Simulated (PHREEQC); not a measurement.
Solution (30 °C): 0.016 mol CdCl2, 0.00028 mol H3BO3 and 0.018 mol H2SO4 per kg of water. Closed to the air; pH follows from the charge balance.

The numbers come from PHREEQC with the ion-association model, phreeqc.dat.

Each row changes one thing in this solution. This is a speciation only: nothing precipitates in the calculation.

| case | pH | ionic strength (mol/kgw) | Cl- (mol/kgw) | HSO4- (mol/kgw) | CdCl+ (mol/kgw) | SO4-2 (mol/kgw) | SI of Cd(OH)2 (Cd(OH)2) |
|---|---|---|---|---|---|---|---|
| as made | 1.64 | 0.0600 | 0.0245 | 0.00879 | 0.00657 | 0.00655 | -12.93 |
| H2SO4 from 0.018 to 0.0018 mol/kgw | 2.53 | 0.0334 | 0.0230 | 0.000202 | 0.00787 | 0.00103 | -11.04 |
| CdCl2 from 0.016 to 0.024 mol/kgw | 1.64 | 0.0714 | 0.0344 | 0.00841 | 0.0115 | 0.00648 | -12.84 |
| diluted 5-fold with water | 2.25 | 0.0152 | 0.00570 | 0.000925 | 0.000676 | 0.00217 | -12.06 |
| H3BO3 replaced by Na2B4O7 at the same molality | 1.65 | 0.0601 | 0.0245 | 0.00871 | 0.00656 | 0.00660 | -12.91 |

Complexes and solids missing from the database can't appear.
